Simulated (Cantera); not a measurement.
Thermodynamics of silicon oxide and oxynitride deposition, feed HMDSO + CO₂ + N₂

Input: 1 mol HMDSO, 0.58 mol CO₂, 160 mol N₂, at 240 Pa.

Cantera equilibrium calculation (NASA polynomials, part measured and part estimated; ideal gas, pure solids and liquids). Candidate condensed phases: C, C₆H₆, C₇H₈, C₈H₁₈, H₂O, Si, SiC, SiO₂, Si₂N₂O, Si₃N₄; 151 gas species. The feed counts by its element totals alone. N₂ is the only nitrogen source here; it is nearly inert below about 1500 K, so the nitride shown seldom forms there in practice. Kinetics and transport are ignored.

From 775 °C to 1075 °C the condensed part is C(graphite) + Si₂N₂O(s). From 1175 °C to 1475 °C the condensed part is C(graphite) + SiC(s).

```json
[
 {"T (°C)": "775", "log p N₂": "-2.65", "log p H₂": "-3.89", "log p CO": "-4.78", "log p H": "-10.06", "log p HCN": "-8.24", "log p SiO": "-12.82", "log p HNC": "-10.92", "log p Si": "<-14", "n C(graphite)": "5.42", "n Si₂N₂O(s)": "1.00", "n SiC(s)": "0"},
 {"T (°C)": "875", "log p N₂": "-2.65", "log p H₂": "-3.89", "log p CO": "-4.78", "log p H": "-9.09", "log p HCN": "-7.66", "log p SiO": "-11.00", "log p HNC": "-10.08", "log p Si": "<-14", "n C(graphite)": "5.42", "n Si₂N₂O(s)": "1.00", "n SiC(s)": "0"},
 {"T (°C)": "975", "log p N₂": "-2.65", "log p H₂": "-3.89", "log p CO": "-4.78", "log p H": "-8.28", "log p HCN": "-7.18", "log p SiO": "-9.47", "log p HNC": "-9.38", "log p Si": "<-14", "n C(graphite)": "5.42", "n Si₂N₂O(s)": "1.000", "n SiC(s)": "0"},
 {"T (°C)": "1075", "log p N₂": "-2.65", "log p H₂": "-3.89", "log p CO": "-4.78", "log p H": "-7.58", "log p HCN": "-6.77", "log p SiO": "-8.18", "log p HNC": "-8.78", "log p Si": "-12.53", "n C(graphite)": "5.41", "n Si₂N₂O(s)": "1.000", "n SiC(s)": "0"},
 {"T (°C)": "1175", "log p N₂": "-2.65", "log p H₂": "-3.90", "log p CO": "-4.52", "log p H": "-6.99", "log p HCN": "-6.42", "log p SiO": "-7.33", "log p HNC": "-8.26", "log p Si": "-10.76", "n C(graphite)": "2.40", "n Si₂N₂O(s)": "0", "n SiC(s)": "2.00"},
 {"T (°C)": "1275", "log p N₂": "-2.65", "log p H₂": "-3.90", "log p CO": "-4.52", "log p H": "-6.46", "log p HCN": "-6.11", "log p SiO": "-7.14", "log p HNC": "-7.82", "log p Si": "-9.56", "n C(graphite)": "2.37", "n Si₂N₂O(s)": "0", "n SiC(s)": "1.99"},
 {"T (°C)": "1375", "log p N₂": "-2.65", "log p H₂": "-3.90", "log p CO": "-4.52", "log p H": "-6.00", "log p HCN": "-5.84", "log p SiO": "-6.98", "log p HNC": "-7.42", "log p Si": "-8.50", "n C(graphite)": "2.33", "n Si₂N₂O(s)": "0", "n SiC(s)": "1.99"},
 {"T (°C)": "1475", "log p N₂": "-2.65", "log p H₂": "-3.91", "log p CO": "-4.52", "log p H": "-5.60", "log p HCN": "-5.60", "log p SiO": "-6.84", "log p HNC": "-7.08", "log p Si": "-7.56", "n C(graphite)": "2.26", "n Si₂N₂O(s)": "0", "n SiC(s)": "1.99"}
]
```
log p: log10 of the partial pressure in bar; n: condensed amount in mol.
